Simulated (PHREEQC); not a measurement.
Make-up at 25 °C: 0.0046 mol/kgw H3BO3 and 0.075 mol/kgw Na2HPO4. Closed to the air; pH follows from the charge balance.

All values are PHREEQC results (ion-association model, phreeqc.dat), not measurements.

```csv
quantity,before,after
pH,8.57,8.45
ionic strength (mol/kgw),0.213,0.213
```

Which change was made?
A. temperature from 25 to 90 °C
B. temperature from 25 to 50 °C
C. Na2HPO4 replaced by NaBF4 at the same molality
D. H3BO3 from 0.0046 to 0.0023 mol/kgw
E. Na2HPO4 replaced by (NH4)2HPO4 at the same molality

B, temperature from 25 to 50 °C

This is a speciation only: nothing precipitates in the calculation. At this temperature some constants are extrapolated from 25 °C, and those without enthalpy data are left unchanged.
